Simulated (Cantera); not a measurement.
A perfectly stirred reactor is fed with H2 : O2 = 0.0052 : 1 (molar parts), equivalence ratio 0.0026, at 0.0263 atm; it is held at 1000 K, and followed from long to short residence time.

Detailed kinetics in Cantera: the H2/O2 subset of GRI-Mech 3.0, which has no nitrogen chemistry. Radical loss at walls, strong at low pressure, is not modelled.

Q: Predict: x(H2) at τ = 2.40 s; x(O2) at τ = 2.40 s; x(H2O) at τ = 2.40 s; x(H2O2) at τ = 2.40 s; x(O) at τ = 2.40 s; x(H2) at τ = 62.0 ms; x(O2) at τ = 62.0 ms; x(H2O) at τ = 62.0 ms; x(H2O2) at τ = 62.0 ms; x(O) at τ = 62.0 ms.

A: 
- x(H2) at τ = 2.40 s: 6.53e-5
- x(O2) at τ = 2.40 s: 0.995
- x(H2O) at τ = 2.40 s: 0.00509
- x(H2O2) at τ = 2.40 s: 2.34e-8
- x(O) at τ = 2.40 s: 0.000176
- x(H2) at τ = 62.0 ms: 0.000472
- x(O2) at τ = 62.0 ms: 0.994
- x(H2O) at τ = 62.0 ms: 0.00456
- x(H2O2) at τ = 62.0 ms: 8.14e-8
- x(O) at τ = 62.0 ms: 0.00105
